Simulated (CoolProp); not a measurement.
Vapour-liquid equilibrium of n-hexane (1) + hexamethyldisiloxane (MM) (2) at 47.4 kPa; x and y are mole fractions of (1).

Values from CoolProp's multi-fluid Helmholtz-energy mixture model, Thol 2019 and Thol 2016; pair parameters Bell 2016.

```
x     bubble temperature (K)  y at the bubble point  dew temperature at overall composition x (K)  liquid density (mol/L)
----  ----------------------  ---------------------  --------------------------------------------  ----------------------
0.05                   347.5                  0.111                                         348.6                   4.437
0.2                    342.1                  0.375                                         345.8                   4.774
0.35                   337.4                  0.573                                         342.7                   5.146
0.5                    332.8                  0.728                                         339.2                   5.563
0.65                   328.5                  0.845                                         335.2                   6.030
0.8                    324.3                  0.931                                         330.3                   6.557
0.95                   320.6                  0.987                                         323.2                   7.153
```

No azeotrope shows between x = 0.05 and 0.95.

The pair parameters rest on a limited set of measurements; away from them the model extrapolates.
